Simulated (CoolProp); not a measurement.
Vapour-liquid equilibrium of fluoroethane (R161) (1) + R227EA (2) at 209.4 K; x and y are mole fractions of (1).

The numbers come from the multi-fluid Helmholtz-energy mixture model, Wu 2012 and Lemmon 2016; pair parameters Bell 2016 in CoolProp.

```json
[
 {"x": "0.05", "bubble pressure, mixture model (bar)": "0.07474", "bubble pressure, Raoult's law (bar)": "0.08255", "y, mixture model": "0.070", "y, Raoult's law": "0.155"},
 {"x": "0.125", "bubble pressure, mixture model (bar)": "0.07888", "bubble pressure, Raoult's law (bar)": "0.09619", "y, mixture model": "0.204", "y, Raoult's law": "0.332"},
 {"x": "0.2", "bubble pressure, mixture model (bar)": "[?]", "bubble pressure, Raoult's law (bar)": "0.1098", "y, mixture model": "0.354", "y, Raoult's law": "0.465"},
 {"x": "0.275", "bubble pressure, mixture model (bar)": "0.09655", "bubble pressure, Raoult's law (bar)": "0.1235", "y, mixture model": "0.500", "y, Raoult's law": "0.569"},
 {"x": "0.35", "bubble pressure, mixture model (bar)": "0.1098", "bubble pressure, Raoult's law (bar)": "0.1371", "y, mixture model": "0.624", "y, Raoult's law": "0.652"},
 {"x": "0.425", "bubble pressure, mixture model (bar)": "0.1253", "bubble pressure, Raoult's law (bar)": "0.1507", "y, mixture model": "[?]", "y, Raoult's law": "0.720"},
 {"x": "0.5", "bubble pressure, mixture model (bar)": "0.1422", "bubble pressure, Raoult's law (bar)": "0.1644", "y, mixture model": "0.799", "y, Raoult's law": "0.777"},
 {"x": "0.575", "bubble pressure, mixture model (bar)": "0.1598", "bubble pressure, Raoult's law (bar)": "0.1780", "y, mixture model": "0.855", "y, Raoult's law": "0.825"},
 {"x": "0.65", "bubble pressure, mixture model (bar)": "0.1776", "bubble pressure, Raoult's law (bar)": "0.1916", "y, mixture model": "0.898", "y, Raoult's law": "0.866"},
 {"x": "0.725", "bubble pressure, mixture model (bar)": "0.1951", "bubble pressure, Raoult's law (bar)": "0.2053", "y, mixture model": "0.930", "y, Raoult's law": "0.902"},
 {"x": "0.8", "bubble pressure, mixture model (bar)": "0.2121", "bubble pressure, Raoult's law (bar)": "0.2189", "y, mixture model": "0.954", "y, Raoult's law": "0.933"},
 {"x": "0.875", "bubble pressure, mixture model (bar)": "0.2286", "bubble pressure, Raoult's law (bar)": "0.2325", "y, mixture model": "0.974", "y, Raoult's law": "0.961"},
 {"x": "0.95", "bubble pressure, mixture model (bar)": "[?]", "bubble pressure, Raoult's law (bar)": "0.2462", "y, mixture model": "0.990", "y, Raoult's law": "0.985"}
]
```

Fill in the missing entries.


- 0.2, bubble pressure, mixture model (bar): 0.08613
- 0.425, y, mixture model: 0.723
- 0.95, bubble pressure, mixture model (bar): 0.2447

The largest gap from Raoult's law is -21.8 % in bubble pressure, at x = 0.275. No azeotrope shows between x = 0.05 and 0.95.

Pair parameters are fitted to limited data, so mixtures are less certain than the pure fluids.
